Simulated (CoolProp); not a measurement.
Vapour-liquid equilibrium of R22 (1) + c-C4F8 (RC318) (2) at 5.57 bar; x and y are mole fractions of (1).

Computed with CoolProp (multi-fluid Helmholtz-energy mixture model, Kamei 1995 and Platzer 1990; pair parameters Bell 2016). This equation is an older, rougher fit; its heat capacities, sound speeds and derivatives of the liquid may be far off and weren't checked against measurements.

```
x     bubble temperature, mixture model (°C)  bubble temperature, Raoult's law (°C)  y, mixture model  y, Raoult's law
----  --------------------------------------  -------------------------------------  ----------------  ---------------
0.05                                    42.2                                   40.9             0.100            0.141
0.15                                    35.4                                   34.5                 ?            0.360
0.25                                    27.1                                   29.1                 ?            0.522
0.35                                    19.5                                   24.3             0.691            0.644
0.45                                    13.9                                   20.1             0.780            0.737
0.55                                    10.2                                   16.4             0.832            0.810
0.65                                       ?                                   13.0                 ?            0.869
0.75                                       ?                                   10.0                 ?            0.916
0.85                                     4.9                                    7.2             0.921            0.954
0.95                                     3.9                                    4.7             0.965            0.986
```

**Question.** What belongs in the gaps?

**Answer.** 
- 0.15, y, mixture model: 0.333
- 0.25, y, mixture model: 0.544
- 0.65, bubble temperature, mixture model (°C): 7.8
- 0.65, y, mixture model: 0.866
- 0.75, bubble temperature, mixture model (°C): 6.2
- 0.75, y, mixture model: 0.892

The largest gap from Raoult's law is -6.2 K in bubble temperature, at x = 0.55. No azeotrope shows between x = 0.05 and 0.95.

Pair parameters are fitted to limited data, so mixtures are less certain than the pure fluids. The gap from Raoult's law changes sign with composition, which may be real or a fault of the pair parameters; it wasn't checked against measurements.
